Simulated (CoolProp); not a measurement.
Vapour pressure (MPa) of CH3F (R41): the reference equation beside estimates from Tc = 317.3 K, pc = 5.906 MPa, ω = 0.200. Clausius-Clapeyron is anchored at 200.6 K with a constant enthalpy of vaporisation of 16.32 kJ/mol.

Computed with CoolProp (reference Helmholtz-energy equation of state, Lemmon 2006). It is a short technical equation, of lower accuracy than the large ones.

```
T (K)  reference  Clausius-Clapeyron  van der Waals  Redlich-Kwong  Soave-Redlich-Kwong  Peng-Robinson
-----  ---------  ------------------  -------------  -------------  -------------------  -------------
149.6   0.003522            0.004917              ?              ?             0.002988              ?
166.6    0.01588             0.01875         0.2270        0.02565              0.01432        0.01514
183.6    0.05242             0.05581         0.4150              ?              0.04940        0.05086
200.6     0.1381              0.1381         0.6896         0.2053               0.1343         0.1358
217.5     0.3066              0.2953          1.063         0.4318               0.3050         0.3048
234.5     0.6038              0.5681          1.553         0.8038               0.6100         0.6052
251.5      1.080               1.000          2.170          1.360                1.102          1.090
268.5      1.795                   ?          2.922              ?                1.841          1.819
285.5          ?               2.533          3.818          3.173                2.889          2.859
```

Fill in the missing entries.


- 149.6, van der Waals: 0.1091
- 149.6, Redlich-Kwong: 0.005690
- 149.6, Peng-Robinson: 0.003284
- 183.6, Redlich-Kwong: 0.08184
- 268.5, Clausius-Clapeyron: 1.639
- 268.5, Redlich-Kwong: 2.138
- 285.5, reference: 2.816

Absolute difference from the reference over all 9 rows, mean and median: Clausius-Clapeyron 11.1 and 7.4 %, van der Waals 669.0 and 246.7 %, Redlich-Kwong 39.9 and 40.8 %, Soave-Redlich-Kwong 4.7 and 2.6 %, Peng-Robinson 2.3 and 1.5 %.
